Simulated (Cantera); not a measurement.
Charge: 1 mol HMDSO, 8.1 mol NO, 21 mol H₂, equilibrated at 1250 K and 0.170 bar.

Cantera equilibrium calculation (NASA polynomials, part measured and part estimated; ideal gas, pure solids and liquids). Candidate condensed phases: C, C₆H₆, C₇H₈, C₈H₁₈, H₂O, Si, SiC, SiO₂, Si₂N₂O, Si₃N₄; 151 gas species. The feed counts by its element totals alone. The tables hold silica as quartz up to 1696 K and as liquid above; real silica turns to tridymite and cristobalite and melts near 1996 K. Rates play no part.

Base state: H₂ 0.765, CO 0.130, N₂ 0.104, CH₄ 0.00109, H₂O 0.000255, HCN 3.57e-5, CO₂ 2.77e-5 (mole fractions); condensed: C(graphite) + SiO₂(β-quartz).

Q: What changes in the equilibrium state with this change: temperature from 1250 K to 1925 K?

A: 
```
species                 before    after
--------------------  --------  -------
H₂                       0.765    0.725
CO                       0.130    0.146
N₂                       0.104   0.0984
SiO                    4.93e-9   0.0256
CH₄                    0.00109  3.78e-8
H                      1.03e-6  0.00197
HCN                    3.57e-5  2.35e-6
H₂O                   0.000255  0.00354
C(graphite), mol         0.867        0
SiO₂(β-quartz), mol       2.00        0
SiO₂(condensed), mol         0    0.947
```
